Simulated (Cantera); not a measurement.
Charge: 1 mol PbO, 8.6 mol CO, 3.9 mol N₂.

Equilibrium computed with Cantera from the NASA thermochemical tables; the gas is ideal and each condensed phase is pure. Candidate condensed phases: C, Pb, PbO, PbO₂, Pb₃O₄; 27 gas species. Equilibrium is a limit: real reactors are often held back by kinetics, nucleation or transport.

Stable condensed phases, one row left out:

```
T in °C \ P in Pa
              10      36     130     460    1700    6000   22000   77000  280000 1000000
   1225        A       A       A       A       A       A       A       B       B       B
   1175        A       A       A       A       A       A       B       B       B       B
   1125        A       A       A       A       A       A       B       B       B       B
   1025        A       A       A       A       A       B       B       B       B       B
    975        A       A       A       A       A       B       B       B       B       B
    925        A       A       A       A       B       B       B       B       B       B
    875        A       A       A       B       B       B       B       B       B       C
    825        A       A       A       B       B       B       B       B       C       C
```

A: gas only; B: Pb; C: C + Pb.

Give the row for 1075 °C.

10: gas only; 36: gas only; 130: gas only; 460: gas only; 1700: gas only; 6000: gas only; 22000: Pb; 77000: Pb; 280000: Pb; 1000000: Pb.
